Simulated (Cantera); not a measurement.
A closed system holds: 1 mol V2O5, 3.7 mol H2, at 5.60 mbar.

Cantera equilibrium calculation (NASA polynomials, part measured and part estimated; ideal gas, pure solids and liquids). Candidate condensed phases: H2O, V, VO, V2O3, V2O4, V2O5; 12 gas species. Condensed phases not in the tables: the oxides between V2O3 and V2O5 other than VO2. Equilibrium is a limit: real reactors are often held back by kinetics, nucleation or transport.

### Question
At 1252 °C, list the 3 most abundant gas species with their mole fractions, and the condensed phases.

### Answer
H2O 0.540, H2 0.459, H 0.000214. Condensed: V2O3(s).
